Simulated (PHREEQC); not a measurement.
A solution holds 7.5 mmol/kgw NH4HS, 99 mmol/kgw FeCl2 and 23 mmol/kgw KHSO4, at 25 °C. Closed to the air; pH follows from the charge balance.

All values are PHREEQC results (ion-association model, wateq4f.dat), not measurements.

No solid was allowed to form.

Problem. Predict the pH, ionic strength.

Solution. pH 2.04; ionic strength 0.306 mol/kgw.

Problem. In which forms is N present?

Solution. NH4+ 97 %, NH4SO4- 3.0 % of the N.

The polysulfide entries of wateq4f.dat were taken out for this run.
